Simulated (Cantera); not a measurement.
Charge: 1 mol MgO, 8.5 mol NF₃, held at 977 °C and 1.80e-5 bar.

These are equilibrium values from Cantera (NASA tables, ideal gas, pure condensed phases), not measurements of a reactor. Candidate condensed phases: Mg, MgF₂, MgO; 24 gas species. The numbers say what is thermodynamically allowed, not how fast it happens.

Question: What is the equilibrium state?

Answer: x(F): 0.825
x(N₂): 0.149
x(O₂): 0.0175
x(MgF₂): 0.00762
x(NO): 3.55e-5
x(F₂): 2.38e-5
x(O): 2.16e-6
n(MgF₂(s)): 0.783 mol
gas amount: 28.47 mol
log10 activity of Mg(l) (absent): -28.53
